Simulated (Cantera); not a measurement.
Input (Python, Cantera) and output of one run.

```python
import numpy as np
import cantera as ct

gas_names = [...]  # 109 gases of nasa_gas.yaml made of C, Cl, H, Si
cond_names = """
    C(gr) C6H6(L) C7H8(L) C8H18(L),n-octa Si(cr) Si(L) SiC(b)
""".split()


# ... load() reads the species with a 1 bar reference pressure and builds the phases ...
atoms = {
    'CH3Cl': {'C': 1, 'H': 3, 'CL': 1},
    'Si': {'Si': 1},
}
top_T = {'C(gr)': 4500, 'SiC(b)': 3050}  # K; cautious upper limits of use, not melting points


# ... equilibrate(T, P, feed) seeds the gas with the atoms and calls Mixture.equilibrate('TP', solver="vcs", rtol=1e-11, max_steps=5000) ...
results = []
T = 2950  # K
P = 13332.2  # Pa
for m in [0.074, 0.12, 0.16, 0.2, 0.24, 0.28, 0.32, 0.37, 0.41, 0.45]:
    feed = {'CH3Cl': 1, 'Si': m}  # mol
    mix = equilibrate(T, P, feed)
    results.append((T, P, feed, dict(zip(mix.species_names, mix.species_moles))))

top = {s: max(r[3][s] / sum(r[3][g] for g in gas_names) for r in results) for s in gas_names}
cols = sorted((s for s in top if top[s] > 1e-06), key=lambda s: -top[s])[:8]
seen = [c for c in cond_names if any(r[3].get(c, 0) > 1e-12 for r in results)]
print("log10 of partial pressures in bar; condensed amounts in mol")
print(f"{'n(Si)':>10s}" + "".join(f"{s[:9]:>10s}" for s in cols + seen))
for T, P, feed, n in results:
    ng = sum(n[g] for g in gas_names)
    print(f"{feed['Si']:10.4g}" + "".join(f"{np.log10(max(n[s] / ng * P / 1e5, 1e-99)):10.3f}" for s in cols)
          + "".join(f"{n.get(c, 0):10.4g}" for c in seen))
```

Output:

```
log10 of partial pressures in bar; condensed amounts in mol
     n(Si)        H2       HCL         H        CL        Si      SiC2 C2H2,acet     SiCL2     C(gr)
     0.074    -1.343    -1.439    -1.541    -1.803    -2.787    -2.903    -2.613    -3.205    0.8354
      0.12    -1.348    -1.454    -1.543    -1.815    -2.581    -2.698    -2.618    -3.024    0.8049
      0.16    -1.352    -1.466    -1.545    -1.825    -2.461    -2.577    -2.622    -2.924     0.778
       0.2    -1.356    -1.478    -1.548    -1.835    -2.368    -2.485    -2.627    -2.851    0.7509
      0.24    -1.361    -1.490    -1.550    -1.844    -2.294    -2.410    -2.631    -2.795    0.7235
      0.28    -1.366    -1.501    -1.552    -1.853    -2.232    -2.348    -2.636    -2.751    0.6959
      0.32    -1.371    -1.513    -1.555    -1.862    -2.179    -2.295    -2.641    -2.716    0.6682
      0.37    -1.377    -1.526    -1.558    -1.872    -2.122    -2.239    -2.647    -2.680    0.6333
      0.41    -1.382    -1.536    -1.560    -1.880    -2.083    -2.199    -2.652    -2.656    0.6052
      0.45    -1.387    -1.547    -1.563    -1.888    -2.047    -2.164    -2.657    -2.637     0.577
```

Cantera equilibrium calculation (NASA polynomials, part measured and part estimated; ideal gas, pure solids and liquids). The tables' values for SiCl, SiCl3 are old estimates; treat these amounts as uncertain. Gases not in the tables: Si2H6 and higher silanes.
